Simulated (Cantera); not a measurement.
## Reactions in the system C-H-Pb-S

Cantera with NASA thermochemical tables; ideal gases at 1 bar, condensed phases pure. Values are per mole of reaction as written; species without (g) are pure solids or liquids, kept so even where they would boil at 1 bar.

4 Pb + 2 CS₂(g) + 4 H(g) = C₂H₄(g) + 4 PbS(g)

```json
[
 {"T (K)": "2448", "ΔH° (kJ)": "-692.1", "ΔS° (J/K)": "-165.7", "ΔG° (kJ)": "-286.6", "log10 K": "6.12"},
 {"T (K)": "2473", "ΔH° (kJ)": "-693.4", "ΔS° (J/K)": "-166.2", "ΔG° (kJ)": "-282.4", "log10 K": "5.97"},
 {"T (K)": "2498", "ΔH° (kJ)": "-694.6", "ΔS° (J/K)": "-166.7", "ΔG° (kJ)": "-278.3", "log10 K": "5.82"},
 {"T (K)": "2523", "ΔH° (kJ)": "-695.9", "ΔS° (J/K)": "-167.2", "ΔG° (kJ)": "-274.1", "log10 K": "5.67"},
 {"T (K)": "2548", "ΔH° (kJ)": "-697.1", "ΔS° (J/K)": "-167.7", "ΔG° (kJ)": "-269.9", "log10 K": "5.53"},
 {"T (K)": "2573", "ΔH° (kJ)": "-698.3", "ΔS° (J/K)": "-168.1", "ΔG° (kJ)": "-265.7", "log10 K": "5.39"},
 {"T (K)": "2598", "ΔH° (kJ)": "-699.6", "ΔS° (J/K)": "-168.6", "ΔG° (kJ)": "-261.5", "log10 K": "5.26"}
]
```
